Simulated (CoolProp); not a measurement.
Vapour pressure (MPa) of R22: the reference equation beside estimates from Tc = 369.3 K, pc = 4.990 MPa, ω = 0.221. Clausius-Clapeyron is anchored at 261.4 K with a constant enthalpy of vaporisation of 18.51 kJ/mol.

Computed with CoolProp (reference Helmholtz-energy equation of state, Kamei 1995).

```json
[
 {"T (K)": "227.6", "reference": "0.08071", "Lee-Kesler": "0.07950", "Clausius-Clapeyron": "0.09409", "Redlich-Kwong": "0.1347", "Soave-Redlich-Kwong": "0.07990", "Peng-Robinson": "0.08118"},
 {"T (K)": "244.5", "reference": "0.1734", "Lee-Kesler": "0.1725", "Clausius-Clapeyron": "0.1850", "Redlich-Kwong": "0.2677", "Soave-Redlich-Kwong": "0.1726", "Peng-Robinson": "0.1733"},
 {"T (K)": "261.4", "reference": "0.3334", "Lee-Kesler": "0.3336", "Clausius-Clapeyron": "0.3334", "Redlich-Kwong": "0.4790", "Soave-Redlich-Kwong": "0.3335", "Peng-Robinson": "0.3320"},
 {"T (K)": "278.3", "reference": "0.5869", "Lee-Kesler": "0.5890", "Clausius-Clapeyron": "0.5592", "Redlich-Kwong": "0.7896", "Soave-Redlich-Kwong": "0.5897", "Peng-Robinson": "0.5840"},
 {"T (K)": "295.3", "reference": "0.9659", "Lee-Kesler": "0.9695", "Clausius-Clapeyron": "0.8863", "Redlich-Kwong": "1.223", "Soave-Redlich-Kwong": "0.9744", "Peng-Robinson": "0.9625"},
 {"T (K)": "312.2", "reference": "1.498", "Lee-Kesler": "1.501", "Clausius-Clapeyron": "1.333", "Redlich-Kwong": "1.794", "Soave-Redlich-Kwong": "1.516", "Peng-Robinson": "1.497"},
 {"T (K)": "329.1", "reference": "2.221", "Lee-Kesler": "2.222", "Clausius-Clapeyron": "1.923", "Redlich-Kwong": "2.523", "Soave-Redlich-Kwong": "2.251", "Peng-Robinson": "2.225"},
 {"T (K)": "346", "reference": "3.177", "Lee-Kesler": "3.176", "Clausius-Clapeyron": "2.675", "Redlich-Kwong": "3.428", "Soave-Redlich-Kwong": "3.215", "Peng-Robinson": "3.190"},
 {"T (K)": "362.9", "reference": "4.421", "Lee-Kesler": "4.424", "Clausius-Clapeyron": "3.610", "Redlich-Kwong": "4.523", "Soave-Redlich-Kwong": "4.446", "Peng-Robinson": "4.435"}
]
```

Absolute difference from the reference over all 9 rows, mean and median: Lee-Kesler 0.4 and 0.2 %, Clausius-Clapeyron 10.5 and 11.0 %, Redlich-Kwong 30.0 and 26.6 %, Soave-Redlich-Kwong 0.8 and 0.9 %, Peng-Robinson 0.3 and 0.4 %.
